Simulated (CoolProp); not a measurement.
A single-stage vapour-compression cycle with the fluid: evaporating at 195.15 K (dew point), condensing at 247.15 K (bubble point), superheat 5 K, subcooling 2 K, compressor efficiency 0.8, no pressure losses. The same conditions are run with several fluids, on thermodynamics alone (safety and materials aside).

Values from CoolProp's reference Helmholtz-energy equation of state of each fluid (ethane: Bücker 2006; CH3F (R41): Lemmon 2006; propane: Lemmon 2009; nitrous oxide: Lemmon 2006; ethylene: Smukala 2000; carbonyl sulfide: Lemmon 2006).

```tsv
fluid	cooling COP	pressure ratio	discharge temperature (K)	refrigerating effect (kJ/kg)	volumetric capacity (kJ/m³)
ethane	2.31	6.91	305.5	349	1140
CH3F (R41)	2.29	9.08	359.6	385	847
propane	2.48	13.2	301.2	357	142
nitrous oxide	2.25	8.21	352.0	276	1380
ethylene	2.14	5.81	…	311	2110
carbonyl sulfide	…	12.2	370.7	…	223
```

### Question
Fill in the missing entries.

### Answer

- ethylene, discharge temperature (K): 316.7
- carbonyl sulfide, cooling COP: 2.38
- carbonyl sulfide, refrigerating effect (kJ/kg): 271
